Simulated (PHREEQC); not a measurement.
Consider water at 25 °C with 0.0056 mol/kgw ZnSO4 and 0.0095 mol/kgw HCl. Closed to the air; pH follows from the charge balance.

Computed with PHREEQC (ion-association model, wateq4f.dat).

No solid was allowed to form.

Problem. Estimate the pH, ionic strength.

Solution. pH 2.15; ionic strength 0.0248 mol/kgw.

Problem. In which forms is S present?

Solution. SO4-2 56 %, HSO4- 25 %, ZnSO4 18 %, Zn(SO4)2-2 1.0 % of the S.
